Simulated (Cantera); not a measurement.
Input: 1 mol Si2Cl6, 0.23 mol HCl, 220 mol N2, held at 1475 °C and 14.0 mbar.

Method: chemical equilibrium by Gibbs-energy minimisation in Cantera with the NASA 1993 tables (ideal gas, pure condensed phases). Candidate condensed phases: NH4Cl, Si, Si3N4; 28 gas species. The feed counts by its element totals alone. The tables' values for SiCl3 are old estimates; treat these amounts as uncertain. Rates play no part.

Q: What is the equilibrium state?

A: 
```
Property                             Result
--------------------------------  ---------
x(N2)                                 0.985
x(SiCl2)                            0.00633
x(Cl)                               0.00545
x(SiCl3)                            0.00175
x(HCl)                              0.00103
x(SiCl4)                           0.000865
x(Cl2)                              6.90e-6
gas amount                        223.4 mol
log10 activity of Si(l) (absent)      -3.85
```
